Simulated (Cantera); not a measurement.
A closed system holds: 1 mol Si, 0.23 mol O2, a varied amount of H2, held at 1950 K and 0.240 Torr.

Cantera equilibrium calculation (NASA polynomials, part measured and part estimated; ideal gas, pure solids and liquids). Candidate condensed phases: H2O, Si, SiO2; 18 gas species. Gases not in the tables: Si2H6 and higher silanes. Kinetics and transport are ignored.

x: gas mole fraction; nothing condenses.

| n(H2) (mol) | x H2 | x H | x Si | x SiO |
|---|---|---|---|---|
| 49 | 0.919 | 0.0614 | 0.0103 | (withheld) |
| 86 | 0.927 | 0.0617 | 0.00592 | (withheld) |
| 120 | 0.930 | 0.0618 | 0.00426 | (withheld) |
| 160 | 0.932 | 0.0619 | 0.00320 | (withheld) |
| 200 | 0.933 | 0.0619 | 0.00257 | (withheld) |
| 230 | 0.934 | 0.0619 | 0.00223 | (withheld) |
| 270 | 0.934 | 0.0619 | 0.00190 | (withheld) |
| 310 | 0.935 | 0.0620 | 0.00166 | (withheld) |
| 350 | 0.935 | 0.0620 | 0.00147 | 0.00127 |
| 380 | 0.935 | 0.0620 | 0.00135 | (withheld) |
| 420 | 0.936 | 0.0620 | 0.00123 | (withheld) |
| 460 | 0.936 | 0.0620 | 0.00112 | 0.000967 |
| 500 | 0.936 | 0.0620 | 0.00103 | (withheld) |

### Question
What belongs in the gaps?

### Answer

- 49, x SiO: 0.00892
- 86, x SiO: 0.00512
- 120, x SiO: 0.00368
- 160, x SiO: 0.00277
- 200, x SiO: 0.00222
- 230, x SiO: 0.00193
- 270, x SiO: 0.00164
- 310, x SiO: 0.00143
- 380, x SiO: 0.00117
- 420, x SiO: 0.00106
- 500, x SiO: 0.000890
